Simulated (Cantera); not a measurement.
## Adiabatic ignition

An adiabatic, constant-volume homogeneous reactor starts with CH₄ : O₂ : N₂ : H₂O = 1 : 1.67 : 15.7 : 0.12 (molar parts), equivalence ratio 1.2, at 1750 K and 1.01 bar.

Detailed kinetics in Cantera: GRI-Mech 3.0 (53 species, 325 reactions).

```csv
t (s),T (K),P (bar),x CH₄,x O₂,x NO,x C₂H₂,x NO₂,x HCN,x CH₂O
5.00e-6,1750,1.01,0.0541,0.0903,<1e-12,<1e-12,<1e-12,<1e-12,2.75e-7
1.52e-5,1750,1.01,0.0540,0.0903,1.34e-12,7.14e-11,<1e-12,<1e-12,3.06e-6
4.59e-5,1749,1.01,0.0538,0.0902,7.56e-12,9.55e-9,<1e-12,<1e-12,3.51e-5
0.000139,1752,1.01,0.0521,0.0894,9.45e-11,2.26e-6,<1e-12,3.85e-11,0.000440
0.000422,2528,1.52,<1e-12,0.00624,0.000263,<1e-12,2.52e-8,1.31e-10,2.83e-10
0.00128,2665,1.59,<1e-12,0.00321,0.00141,<1e-12,1.64e-7,1.08e-9,2.94e-10
0.00387,2661,1.59,<1e-12,0.00283,0.00298,<1e-12,3.30e-7,1.84e-9,3.04e-10
0.0117,2658,1.58,<1e-12,0.00274,0.00349,<1e-12,3.81e-7,2.08e-9,3.07e-10
0.0356,2658,1.58,<1e-12,0.00273,0.00349,<1e-12,3.81e-7,2.08e-9,3.07e-10
0.108,2658,1.58,<1e-12,0.00273,0.00349,<1e-12,3.81e-7,2.08e-9,3.07e-10
0.327,2658,1.58,<1e-12,0.00273,0.00349,<1e-12,3.81e-7,2.08e-9,3.07e-10
0.990,2658,1.58,<1e-12,0.00273,0.00349,<1e-12,3.81e-7,2.08e-9,3.07e-10
3.00,2658,1.58,<1e-12,0.00273,0.00349,<1e-12,3.81e-7,2.08e-9,3.07e-10
```
x: mole fraction; the columns are a selection and need not sum to one.

```json
{
 "time_of_steepest_temperature_rise": "0.281 ms",
 "temperature at 3.00 s": "2658 K",
 "equilibrium_temperature": "2658 K",
 "x(CH₄) at 3.00 s": "<1e-12 (gas-phase equilibrium <1e-12)",
 "x(O₂) at 3.00 s": "0.00273 (gas-phase equilibrium 0.00273)",
 "x(NO) at 3.00 s": "0.00349 (gas-phase equilibrium 0.00349)"
}
```
